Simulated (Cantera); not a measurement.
A perfectly stirred reactor is fed with CH3OH : O2 : N2 : H2O = 1 : 1.83 : 6.88 : 0.23 (molar parts), at 210000 Pa; it is adiabatic with a 650 K inlet, and is followed from long to short residence time, starting on the burning branch (τ in s: 0.037, 0.016, 0.0068, 0.0029, 0.0013, 0.00054, 0.00023, 9.9e-05, 4.3e-05, 1.8e-05, 7.9e-06).

Model: GRI-Mech 3.0 (53 species, 325 reactions), integrated in Cantera. GRI-Mech 3.0 was tuned for natural gas; its chemistry of methanol as a main component is partial and can be far from experiment.

Question: What does this change do: pressure from 210000 Pa to 37000 Pa?

Answer: 
```json
[
 {"quantity": "blow-out, bracketed by the residence times tried", "before": "burning at 43.0 µs, out at 18.0 µs", "after": "burning at 0.230 ms, out at 99.0 µs"},
 {"quantity": "x(CH3OH) at τ = 37.0 ms", "before": "1.12e-6", "after": "3.00e-6"},
 {"quantity": "x(O2) at τ = 37.0 ms", "before": "0.0319", "after": "0.0355"},
 {"quantity": "x(H2O) at τ = 37.0 ms", "before": "0.209", "after": "0.202"},
 {"quantity": "x(NO) at τ = 37.0 ms", "before": "0.00129", "after": "0.000468"},
 {"quantity": "x(CH2O) at τ = 37.0 ms", "before": "1.15e-6", "after": "3.10e-6"},
 {"quantity": "x(CH3OH) at τ = 0.540 ms", "before": "3.11e-5", "after": "9.05e-5"},
 {"quantity": "x(O2) at τ = 0.540 ms", "before": "0.0382", "after": "0.0471"},
 {"quantity": "x(H2O) at τ = 0.540 ms", "before": "0.199", "after": "0.184"},
 {"quantity": "x(NO) at τ = 0.540 ms", "before": "6.34e-5", "after": "1.41e-5"},
 {"quantity": "x(CH2O) at τ = 0.540 ms", "before": "3.14e-5", "after": "7.97e-5"}
]
```

Question: What does this change do: N2 6.88 to 9.3 parts?

Answer: 
```json
[
 {"quantity": "blow-out, bracketed by the residence times tried", "before": "burning at 43.0 µs, out at 18.0 µs", "after": "burning at 99.0 µs, out at 43.0 µs"},
 {"quantity": "x(CH3OH) at τ = 37.0 ms", "before": "1.12e-6", "after": "2.49e-6"},
 {"quantity": "x(O2) at τ = 37.0 ms", "before": "0.0319", "after": "0.0259"},
 {"quantity": "x(H2O) at τ = 37.0 ms", "before": "0.209", "after": "0.171"},
 {"quantity": "x(NO) at τ = 37.0 ms", "before": "0.00129", "after": "0.000123"},
 {"quantity": "x(CH2O) at τ = 37.0 ms", "before": "1.15e-6", "after": "2.20e-6"},
 {"quantity": "x(CH3OH) at τ = 0.540 ms", "before": "3.11e-5", "after": "4.47e-5"},
 {"quantity": "x(O2) at τ = 0.540 ms", "before": "0.0382", "after": "0.0314"},
 {"quantity": "x(H2O) at τ = 0.540 ms", "before": "0.199", "after": "0.163"},
 {"quantity": "x(NO) at τ = 0.540 ms", "before": "6.34e-5", "after": "2.07e-5"},
 {"quantity": "x(CH2O) at τ = 0.540 ms", "before": "3.14e-5", "after": "4.02e-5"}
]
```
